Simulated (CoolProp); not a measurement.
Vapour pressure (MPa) of C3F8 (R218): the reference equation beside estimates from Tc = 71.9 °C, pc = 2.640 MPa, ω = 0.317. Clausius-Clapeyron is anchored at 0.05 °C with a constant enthalpy of vaporisation of 16.88 kJ/mol.

Computed with CoolProp (reference Helmholtz-energy equation of state, Lemmon 2006). It is a short technical equation, of lower accuracy than the large ones.

```csv
T (°C),reference,Lee-Kesler,Clausius-Clapeyron,van der Waals,Redlich-Kwong,Soave-Redlich-Kwong,Peng-Robinson
-15.05,0.2462,0.2473,0.2688,0.7365,0.3948,0.2473,0.2451
-11.35,0.2816,0.2830,0.3004,0.7889,0.4403,0.2832,0.2804
-7.55,0.3219,0.3235,0.3356,0.8451,0.4907,0.3241,0.3205
-3.75,0.3663,0.3683,0.3738,0.9039,0.5450,0.3693,0.3649
0.05,0.4152,0.4175,0.4152,0.9651,0.6034,0.4191,0.4139
3.75,0.4673,0.4700,0.4585,1.027,0.6642,0.4723,0.4662
7.55,0.5258,0.5288,0.5064,1.094,0.7310,0.5320,0.5250
11.35,0.5897,0.5929,0.5577,1.163,0.8022,0.5973,0.5892
15.05,0.6572,0.6608,0.6112,1.232,0.8760,0.6664,0.6574
18.85,0.7324,0.7363,0.6699,1.307,0.9564,0.7434,0.7334
22.65,0.8138,0.8180,0.7325,1.384,1.042,0.8269,0.8158
26.35,0.8994,0.9039,0.7974,1.461,1.129,0.9146,0.9026
30.15,0.9942,0.9990,0.8681,1.544,1.225,1.012,0.9988
33.95,1.096,1.101,0.9430,1.629,1.325,1.116,1.103
```

Absolute difference from the reference over all 14 rows, mean and median: Lee-Kesler 0.5 and 0.5 %, Clausius-Clapeyron 6.9 and 6.8 %, van der Waals 110.6 and 102.6 %, Redlich-Kwong 38.7 and 37.5 %, Soave-Redlich-Kwong 1.2 and 1.2 %, Peng-Robinson 0.3 and 0.3 %.
